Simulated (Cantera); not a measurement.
A closed system holds: 1 mol C3H8, 0.28 mol H2O, 2.7 mol N2, at 1 atm.

Equilibrium computed with Cantera from the NASA thermochemical tables; the gas is ideal and each condensed phase is pure. Candidate condensed phases: C, C6H6, C7H8, C8H18, H2O; 136 gas species. Rates play no part.

x: gas mole fraction; n: condensed amount in mol.

```json
[
 {"T (K)": "625", "x H2": "0.0837", "x N2": "0.519", "x CH4": "0.344", "x H2O": "0.0515", "x CO": "8.78e-5", "n C(graphite)": "1.21"},
 {"T (K)": "825", "x H2": "0.385", "x N2": "0.436", "x CH4": "0.136", "x H2O": "0.0340", "x CO": "0.00690", "n C(graphite)": "2.10"},
 {"T (K)": "1025", "x H2": "0.555", "x N2": "0.382", "x CH4": "___", "x H2O": "___", "x CO": "___", "n C(graphite)": "2.60"},
 {"T (K)": "1225", "x H2": "0.583", "x N2": "0.374", "x CH4": "___", "x H2O": "___", "x CO": "0.0383", "n C(graphite)": "2.69"},
 {"T (K)": "1425", "x H2": "0.587", "x N2": "0.372", "x CH4": "0.00132", "x H2O": "6.97e-5", "x CO": "0.0385", "n C(graphite)": "2.71"},
 {"T (K)": "1625", "x H2": "0.588", "x N2": "0.372", "x CH4": "0.000515", "x H2O": "1.72e-5", "x CO": "0.0386", "n C(graphite)": "2.71"},
 {"T (K)": "1825", "x H2": "0.587", "x N2": "0.370", "x CH4": "0.000248", "x H2O": "5.79e-6", "x CO": "0.0386", "n C(graphite)": "2.69"},
 {"T (K)": "2025", "x H2": "0.584", "x N2": "0.368", "x CH4": "0.000137", "x H2O": "2.42e-6", "x CO": "0.0385", "n C(graphite)": "2.65"}
]
```

### Question
What belongs in the gaps?

### Answer

- 1225, x CH4: 0.00452
- 1225, x H2O: 0.000444
- 1025, x CH4: 0.0230
- 1025, x H2O: 0.00505
- 1025, x CO: 0.0338
